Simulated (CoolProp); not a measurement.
Vapour pressure (bar) of m-xylene: the reference equation beside estimates from Tc = 343.7 °C, pc = 35.35 bar, ω = 0.326.

The numbers come from the reference Helmholtz-energy equation of state, Zhou 2012 in CoolProp.

| T (°C) | reference | Lee-Kesler | van der Waals | Redlich-Kwong | Peng-Robinson |
|---|---|---|---|---|---|
| 186.65 | 3.124 | 3.148 | 9.687 | 5.138 | 3.121 |
| 194.05 | 3.636 | 3.668 | 10.46 | 5.809 | 3.634 |
| 201.55 | 4.219 | 4.258 | 11.29 | 6.550 | 4.219 |
| 208.95 | 4.860 | 4.908 | ? | 7.343 | 4.864 |
| 216.45 | 5.583 | 5.639 | 13.06 | 8.212 | ? |
| 223.85 | 6.374 | 6.438 | 14.00 | 9.137 | 6.388 |
| 231.35 | 7.259 | 7.330 | 14.99 | 10.15 | 7.280 |
| 238.75 | 8.220 | 8.298 | ? | 11.21 | 8.251 |
| 246.15 | 9.274 | 9.357 | 17.08 | ? | 9.316 |

Task: What belongs in the gaps?

Result: 
- 208.95, van der Waals: 12.15
- 216.45, Peng-Robinson: 5.591
- 238.75, van der Waals: 16.01
- 246.15, Redlich-Kwong: 12.35

Absolute difference from the reference over all 9 rows, mean and median: Lee-Kesler 0.9 and 0.9 %, van der Waals 139.4 and 133.9 %, Redlich-Kwong 47.8 and 47.1 %, Peng-Robinson 0.2 and 0.1 %.
